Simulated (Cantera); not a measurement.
Input (Python, Cantera):

```python
import numpy as np
import cantera as ct

gas = ct.Solution("gri30.yaml")
gas.TPX = 1175, 500000, {'CH4': 1, 'H2': 0.82, 'O2': 7.53, 'N2': 49, 'CO2': 9.5}
reactor = ct.IdealGasConstPressureReactor(gas, energy="on", clone=False)
net = ct.ReactorNet([reactor])
net.rtol, net.atol = 1e-08, 1e-16
show = ['CH4', 'H2', 'O2', 'CH2', 'C2H', 'C2H6', 'C2H2']
times = np.geomspace(2e-06, 0.3, 16)

steps = ct.SolutionArray(gas, extra=["t"])
rows = []
print(f"{'t/s':>10s}{'T/K':>9s}{'P/Pa':>11s}" + "".join(f"{s:>11s}" for s in show))
for t in times:
    while net.time < t:
        t_next = net.step()
        steps.append(gas.state, t=t_next)
    rows.append([np.interp(t, steps.t, y) for y in (steps.T, steps.P, *steps(*show).X.T)])
    print(f"{t:10.3e}{rows[-1][0]:9.1f}{rows[-1][1]:11.4g}" + "".join(f"{x:11.3e}" for x in rows[-1][2:]))
rate = np.gradient(steps.T, steps.t)
print("integrator steps:", len(steps.t))
if steps.T.max() > steps.T[0] + 200:
    print(f"time of steepest temperature rise: {steps.t[rate.argmax()]:.4e} s")
gas.TPX = 1175, 500000, {'CH4': 1, 'H2': 0.82, 'O2': 7.53, 'N2': 49, 'CO2': 9.5}
gas.equilibrate("HP")
print(f"equilibrium (HP): T = {gas.T:.1f} K  " + "  ".join(f"{s} {gas[s].X[0]:.3e}" for s in show))
```

Output:

```
       t/s      T/K       P/Pa        CH4         H2         O2        CH2        C2H       C2H6       C2H2
 2.000e-06   1175.0      5e+05  1.474e-02  1.209e-02  1.110e-01  9.707e-19  1.488e-38  1.303e-16  2.858e-27
 4.427e-06   1175.0      5e+05  1.474e-02  1.209e-02  1.110e-01  4.033e-18  1.378e-36  2.130e-15  1.724e-25
 9.799e-06   1175.0      5e+05  1.474e-02  1.209e-02  1.110e-01  1.379e-17  9.149e-35  3.224e-14  8.608e-24
 2.169e-05   1175.0      5e+05  1.474e-02  1.209e-02  1.110e-01  5.019e-17  5.248e-33  4.392e-13  3.348e-22
 4.801e-05   1175.0      5e+05  1.474e-02  1.209e-02  1.110e-01  2.335e-16  3.394e-31  5.961e-12  1.179e-20
 1.063e-04   1175.0      5e+05  1.474e-02  1.209e-02  1.110e-01  1.701e-15  3.685e-29  9.789e-11  5.103e-19
 2.352e-04   1175.0      5e+05  1.474e-02  1.208e-02  1.110e-01  3.669e-14  1.996e-26  3.201e-09  5.922e-17
 5.206e-04   1175.5      5e+05  1.468e-02  1.203e-02  1.109e-01  2.550e-10  3.019e-19  4.532e-06  5.913e-12
 1.152e-03   1425.2      5e+05  1.017e-03  3.246e-03  8.513e-02  3.406e-07  1.936e-10  5.410e-06  1.982e-06
 2.551e-03   1560.3      5e+05  2.849e-17  3.126e-06  7.595e-02  4.551e-19  6.966e-22  2.006e-27  9.049e-18
 5.646e-03   1561.6      5e+05  9.338e-19  4.773e-07  7.591e-02  2.236e-20  5.773e-23  4.024e-29  1.699e-18
 1.250e-02   1561.7      5e+05 -2.592e-20  2.905e-07  7.591e-02  1.102e-20  2.704e-23 -4.074e-30  9.779e-19
 2.766e-02   1561.7      5e+05  2.597e-19  2.856e-07  7.591e-02  1.039e-20  2.121e-23  3.714e-34  7.726e-19
 6.123e-02   1561.7      5e+05  2.421e-19  2.856e-07  7.591e-02  9.685e-21  1.305e-23  2.584e-34  4.753e-19
 1.355e-01   1561.7      5e+05  2.074e-19  2.856e-07  7.591e-02  8.301e-21  4.450e-24  1.286e-34  1.621e-19
 3.000e-01   1561.7      5e+05  1.476e-19  2.856e-07  7.591e-02  5.906e-21  4.136e-25  4.314e-35  1.507e-20
integrator steps: 1628
time of steepest temperature rise: 1.1547e-03 s
equilibrium (HP): T = 1559.6 K  CH4 8.273e-29  H2 2.789e-07  O2 7.544e-02  CH2 1.336e-30  C2H 4.849e-42  C2H6 1.043e-52  C2H2 6.050e-38
```

Cantera simulation using GRI-Mech 3.0 (53 species, 325 reactions); the numbers are that mechanism's predictions, not measurements.
